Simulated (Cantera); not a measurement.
**Thermodynamics of chlorosilane synthesis and conversion, feed SiCl4 + Cl2 + H2**

A closed system holds: 1 mol SiCl4, 0.79 mol Cl2, 14 mol H2, at 1023 K and 2030 Torr.

These are equilibrium values from Cantera (NASA tables, ideal gas, pure condensed phases), not measurements of a reactor. Candidate condensed phases: Si; 19 gas species. The tables' values for SiCl3 are old estimates; treat these amounts as uncertain. Rates play no part.

The x(H2) is 0.832 and the x(HCl) is 0.104. The x(SiCl4) is 0.0592 and the x(SiHCl3) comes out as 0.00400. The x(SiCl3) comes out as 6.20e-5 and the x(SiH2Cl2) is 3.00e-5. The x(SiCl2) comes out as 1.37e-6 and the gas amount is 15.79 mol. The log10 activity of Si(s) (absent) is -4.23.
